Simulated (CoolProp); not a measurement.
Octamethylcyclotetrasiloxane (D4) along the isobar 1 MPa: fugacity coefficient from the reference equation and from simpler models built on Tc = 586.5 K, pc = 1.347 MPa, ω = 0.598; each cubic takes its own stable root.

Computed with CoolProp (reference Helmholtz-energy equation of state, Thol 2015).

```json
[
 {"T (K)": "332.2", "phase": "liquid", "reference": "(withheld)", "Soave-Redlich-Kwong": "0.001463", "Peng-Robinson": "0.001598"},
 {"T (K)": "351.4", "phase": "liquid", "reference": "(withheld)", "Soave-Redlich-Kwong": "0.003845", "Peng-Robinson": "0.004087"},
 {"T (K)": "370.6", "phase": "liquid", "reference": "0.008679", "Soave-Redlich-Kwong": "0.008905", "Peng-Robinson": "(withheld)"},
 {"T (K)": "389.7", "phase": "liquid", "reference": "0.01814", "Soave-Redlich-Kwong": "0.01846", "Peng-Robinson": "(withheld)"},
 {"T (K)": "408.9", "phase": "liquid", "reference": "(withheld)", "Soave-Redlich-Kwong": "0.03509", "Peng-Robinson": "0.03535"},
 {"T (K)": "428.1", "phase": "liquid", "reference": "0.06073", "Soave-Redlich-Kwong": "0.06167", "Peng-Robinson": "0.06143"},
 {"T (K)": "447.2", "phase": "liquid", "reference": "0.09918", "Soave-Redlich-Kwong": "0.1010", "Peng-Robinson": "0.09977"},
 {"T (K)": "466.4", "phase": "liquid", "reference": "0.1529", "Soave-Redlich-Kwong": "0.1564", "Peng-Robinson": "0.1534"},
 {"T (K)": "485.6", "phase": "liquid", "reference": "0.2236", "Soave-Redlich-Kwong": "0.2296", "Peng-Robinson": "(withheld)"},
 {"T (K)": "504.8", "phase": "liquid", "reference": "0.3122", "Soave-Redlich-Kwong": "(withheld)", "Peng-Robinson": "0.3131"}
]
```

### Question
What belongs in the gaps?

### Answer

- 332.2, reference: 0.001366
- 351.4, reference: 0.003688
- 370.6, Peng-Robinson: 0.009258
- 389.7, Peng-Robinson: 0.01886
- 408.9, reference: 0.03458
- 485.6, Peng-Robinson: 0.2242
- 504.8, Soave-Redlich-Kwong: 0.3217
